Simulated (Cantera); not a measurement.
# Thermodynamics of hydrogen reduction and annealing atmospheres, feed PbS + H₂ + N₂

Charge: 1 mol PbS, 53 mol H₂, 1.8 mol N₂, at 220000 Pa.

Equilibrium computed with Cantera from the NASA thermochemical tables; the gas is ideal and each condensed phase is pure. Candidate condensed phases: Pb, PbS, S; 18 gas species. The numbers say what is thermodynamically allowed, not how fast it happens.

From 1375 K to 1475 K the condensed part is Pb(l). From 1525 K to 1675 K nothing is condensed. The main Pb-bearing gas is PbS at 1375 K and Pb at 1675 K.

```
T (K)  log p H₂  log p N₂  log p H₂S  log p Pb  log p PbS  log p SH  log p H  n Pb(l)
-----  --------  --------  ---------  --------  ---------  --------  -------  -------
1375       0.32     -1.14      -1.51     -2.18      -2.07     -4.54    -5.31    0.620
1425       0.32     -1.15      -1.56     -1.94      -1.93     -4.37    -5.01    0.413
1475       0.32     -1.15      -1.62     -1.72      -1.81     -4.23    -4.73    0.123
1525       0.32     -1.15      -1.64     -1.63      -1.79     -4.05    -4.47        0
1575       0.32     -1.15      -1.62     -1.62      -1.81     -3.86    -4.22        0
1625       0.31     -1.15      -1.61     -1.61      -1.83     -3.68    -3.99        0
1675       0.31     -1.15      -1.61     -1.60      -1.85     -3.51    -3.78        0
```
log p: log10 of the partial pressure in bar; n: condensed amount in mol.
